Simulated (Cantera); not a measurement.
Charge: 1 mol Si2H6, 1.2 mol H2O, held at 1898 K.

Method: chemical equilibrium by Gibbs-energy minimisation in Cantera with the NASA 1993 tables (ideal gas, pure condensed phases). Candidate condensed phases: H2O, Si, SiO2; 18 gas species. The feed counts by its element totals alone. Each liquid is taken as pure. Mutual solubility and eutectic melting of coexisting phases are not modelled. The tables hold silica as quartz up to 1696 K and as liquid above; real silica turns to tridymite and cristobalite and melts near 1996 K. Gases not in the tables: Si2H6 and higher silanes. Equilibrium is a limit: real reactors are often held back by kinetics, nucleation or transport.

Question: Which condensed phases are stable at each of these points (P (Pa)): 5, 17, 59, 210, 710, 2400, 8400, 29000, 100000?

Answer: 
```tsv
P (Pa)	condensed phases	Si condensed (%)
5	gas only	0.0
17	Si(l)	17.7
59	Si(l)	33.9
210	Si(l)	38.3
710	Si(l)	39.5
2400	Si(l)	39.8
8400	Si(l)	39.9
29000	Si(l)	40.0
100000	Si(l) + SiO2(condensed)	71.1
```

At 0.0375 Torr nothing is condensed. From 0.128 Torr to 218 Torr the condensed part is Si(l). At 750 Torr the condensed part is Si(l) + SiO2(condensed).
